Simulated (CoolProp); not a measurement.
Vapour-liquid equilibrium of CH2F2 (R32) (1) + R227EA (2) at 0.0166 MPa; x and y are mole fractions of (1).

Computed with CoolProp (multi-fluid Helmholtz-energy mixture model, Tillner-Roth 1997 and Lemmon 2016; pair parameters Bell 2016).

Problem. Give the bubble temperature and the first vapour's composition at x = 0.15, 0.75, 0.85. Is there an azeotrope?

Solution. x = 0.15: 208.2 K, y = 0.652; x = 0.75: 193.7 K, y = 0.948; x = 0.85: 192.9 K, y = 0.965. No azeotrope shows between x = 0.05 and 0.95.

The pair parameters rest on a limited set of measurements; away from them the model extrapolates.
